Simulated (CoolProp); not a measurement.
Values from CoolProp's reference Helmholtz-energy equation of state, Lemmon 2022.

For R1234yf, give the phase and the Z, speed of sound (m/s), isothermal compressibility (1/MPa), viscosity (µPa s) at 332.9 K and 4.71 MPa.


- 332.9 K and 4.71 MPa: liquid; Z 0.196, speed of sound 355, isothermal compressibility 0.0123, viscosity 107

Viscosity comes from a separate model (Bell 2016), an estimate that may be off by 10 % or more.
